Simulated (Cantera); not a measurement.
What does this Cantera script print?

```python
import numpy as np
import cantera as ct

gas_names = """
    NO2 TaO2 NO
""".split()
cond_names = """
    Ta(cr) Ta(L)
""".split()


# ... load() reads the species with a 1 bar reference pressure and builds the phases ...
species = {s.name: s for s in load("nasa_gas.yaml", gas_names) + load("nasa_condensed.yaml", cond_names)}
# Each term lists the table entries of one substance; the one whose range holds T is used.
reactions = {
    'Ta + 2 NO2(g) = TaO2(g) + 2 NO(g)':
        [(-1, ['Ta(cr)', 'Ta(L)']), (-2, ['NO2']), (1, ['TaO2']), (2, ['NO'])],
}


def pick(names, T):
    return next(species[n] for n in names if species[n].thermo.min_temp <= T <= species[n].thermo.max_temp)


results = []
for label, terms in reactions.items():
    print(label)
    print("     T/K   dH/kJ  dS/(J/K)   dG/kJ   log10 K")
    for T in [1998, 2023, 2048, 2073, 2098, 2123, 2148, 2173, 2198]:
        used = [(nu, pick(names, T)) for nu, names in terms]
        dH = sum(nu * s.thermo.h(T) for nu, s in used) / 1e6
        dS = sum(nu * s.thermo.s(T) for nu, s in used) / 1e3
        dG = dH - T * dS / 1e3
        logK = -dG * 1e6 / (ct.gas_constant * T * np.log(10))
        results.append((label, T, dH, dS, dG, logK, [s.name for _, s in used]))
        print(f"{T:8g} {dH:8.1f} {dS:8.1f} {dG:8.1f} {logK:8.2f}")
```

Result:

```
Ta + 2 NO2(g) = TaO2(g) + 2 NO(g)
     T/K   dH/kJ  dS/(J/K)   dG/kJ   log10 K
    1998   -103.3    167.0   -436.9    11.42
    2023   -103.7    166.8   -441.1    11.39
    2048   -104.2    166.6   -445.3    11.36
    2073   -104.6    166.4   -449.4    11.32
    2098   -105.0    166.2   -453.6    11.29
    2123   -105.4    166.0   -457.7    11.26
    2148   -105.9    165.7   -461.9    11.23
    2173   -106.3    165.5   -466.0    11.20
    2198   -106.8    165.3   -470.2    11.17
```

Cantera with NASA thermochemical tables; ideal gases at 1 bar, condensed phases pure. Condensed species are held in their standard states even where they would react or evaporate.
